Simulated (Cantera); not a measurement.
Feed: 1 mol FeS₂, 1.8 mol O₂, at 1377 °C and 10000 Pa.

Cantera equilibrium calculation (NASA polynomials, part measured and part estimated; ideal gas, pure solids and liquids). Candidate condensed phases: Fe, FeO, FeS, FeSO₄, FeS₂, Fe₂O₃, Fe₂(SO₄)₃, Fe₃O₄, S; 12 gas species. The tables' stoichiometric FeO is somewhat more stable than real wüstite, so its field is too wide. FeO: taken at fixed stoichiometry. Rates play no part.

Q: What is the equilibrium state?

A: 
```json
{
 "x(SO₂)": "0.770",
 "x(S₂)": "0.200",
 "x(SO)": "0.0217",
 "x(S₂O)": "0.00718",
 "x(S)": "0.000281",
 "x(SO₃)": "1.62e-6",
 "x(Fe)": "1.34e-6",
 "n(FeO(l))": "1.000 mol",
 "gas_amount": "1.656 mol",
 "log10 activity of Fe(γ) (absent)": "-1.30",
 "log10 activity of S(l) (absent)": "-2.20"
}
```
